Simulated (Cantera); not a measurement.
Input: 1 mol C2F6, 0.45 mol HCl, equilibrated at 13.3 mbar.

These are equilibrium values from Cantera (NASA tables, ideal gas, pure condensed phases), not measurements of a reactor. Candidate condensed phases: C, C6H6, C7H8, C8H18; 135 gas species. Ions and electrons are included (thermal ionisation). The feed counts by its element totals alone. Equilibrium is a limit: real reactors are often held back by kinetics, nucleation or transport. All values below are at 4000 K.

Base state: F 0.681, C 0.184, Cl 0.0526, H 0.0458, CF 0.0141, C2 0.0120, HF 0.00675, C3 0.00387 (mole fractions); condensed: gas only.

Question: What changes in the equilibrium state with this change: C2F6 replaced by CH3F?

Answer: 
```
species   before     after
-------  -------  --------
H         0.0458     0.583
F          0.681     0.154
C          0.184     0.150
CF        0.0141   0.00260
HF       0.00675    0.0194
C2        0.0120   0.00804
Cl        0.0526    0.0787
H2       1.10e-5   0.00178
CF2      3.51e-5   1.46e-6
HCl      1.94e-5  0.000370
CH       9.25e-6   9.62e-5
C2H      1.87e-5  0.000159
```

Question: What changes in the equilibrium state with this change: pressure from 13.3 mbar to 1.33 mbar?

Answer: 
| species | before | after |
|---|---|---|
| F | 0.681 | 0.675 |
| C | 0.184 | 0.220 |
| Cl | 0.0526 | 0.0508 |
| CF | 0.0141 | 0.00168 |
| C2 | 0.0120 | 0.00173 |
| H | 0.0458 | 0.0500 |
| CF2 | 3.51e-5 | 4.12e-7 |
| C2H | 1.87e-5 | 2.93e-7 |
